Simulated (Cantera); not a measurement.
Charge: 1 mol SiF₄, 0.073 mol C₂H₂, 180 mol H₂, equilibrated at 675 °C.

Method: chemical equilibrium by Gibbs-energy minimisation in Cantera with the NASA 1993 tables (ideal gas, pure condensed phases). Candidate condensed phases: C, C₆H₆, C₇H₈, C₈H₁₈, Si, SiC; 113 gas species. Rates play no part.

log p: log10 of the partial pressure in bar; n: condensed amount in mol.

```json
[
 {"P (Pa)": "100", "log p H₂": "-3.00", "log p SiF₄": "-5.26", "log p CH₄": "?", "log p HF": "-6.95", "log p SiHF₃": "-7.37", "log p SiF₃": "-8.41", "log p SiH₂F₂": "-9.74", "n C(graphite)": "0.112", "n SiC(s)": "0.00291"},
 {"P (Pa)": "240", "log p H₂": "-2.62", "log p SiF₄": "-4.88", "log p CH₄": "?", "log p HF": "-6.67", "log p SiHF₃": "-6.89", "log p SiF₃": "-8.12", "log p SiH₂F₂": "-9.17", "n C(graphite)": "0.0710", "n SiC(s)": "0.00147"},
 {"P (Pa)": "560", "log p H₂": "-2.25", "log p SiF₄": "-4.51", "log p CH₄": "?", "log p HF": "-6.40", "log p SiHF₃": "-6.42", "log p SiF₃": "-7.84", "log p SiH₂F₂": "-8.60", "n C(graphite)": "0", "n SiC(s)": "0"},
 {"P (Pa)": "1300", "log p H₂": "-1.89", "log p SiF₄": "-4.15", "log p CH₄": "?", "log p HF": "-6.04", "log p SiHF₃": "-6.05", "log p SiF₃": "-7.65", "log p SiH₂F₂": "-8.23", "n C(graphite)": "0", "n SiC(s)": "0"},
 {"P (Pa)": "3200", "log p H₂": "-1.50", "log p SiF₄": "-3.76", "log p CH₄": "?", "log p HF": "-5.65", "log p SiHF₃": "-5.66", "log p SiF₃": "-7.45", "log p SiH₂F₂": "-7.83", "n C(graphite)": "0", "n SiC(s)": "0"},
 {"P (Pa)": "7500", "log p H₂": "-1.13", "log p SiF₄": "-3.39", "log p CH₄": "?", "log p HF": "-5.28", "log p SiHF₃": "-5.29", "log p SiF₃": "-7.27", "log p SiH₂F₂": "-7.46", "n C(graphite)": "0", "n SiC(s)": "0"},
 {"P (Pa)": "18000", "log p H₂": "-0.75", "log p SiF₄": "-3.01", "log p CH₄": "?", "log p HF": "-4.90", "log p SiHF₃": "-4.91", "log p SiF₃": "-7.08", "log p SiH₂F₂": "-7.08", "n C(graphite)": "0", "n SiC(s)": "0"},
 {"P (Pa)": "42000", "log p H₂": "-0.38", "log p SiF₄": "-2.64", "log p CH₄": "?", "log p HF": "-4.53", "log p SiHF₃": "-4.54", "log p SiF₃": "-6.89", "log p SiH₂F₂": "-6.71", "n C(graphite)": "0", "n SiC(s)": "0"},
 {"P (Pa)": "100000", "log p H₂": "0.00", "log p SiF₄": "-2.26", "log p CH₄": "?", "log p HF": "-4.16", "log p SiHF₃": "-4.16", "log p SiF₃": "-6.70", "log p SiH₂F₂": "-6.33", "n C(graphite)": "0", "n SiC(s)": "0"}
]
```

**Question.** Complete the blanks.

**Answer.** 
- 100, log p CH₄: -6.77
- 240, log p CH₄: -6.01
- 560, log p CH₄: -5.34
- 1300, log p CH₄: -4.98
- 3200, log p CH₄: -4.59
- 7500, log p CH₄: -4.22
- 18000, log p CH₄: -3.84
- 42000, log p CH₄: -3.47
- 100000, log p CH₄: -3.09
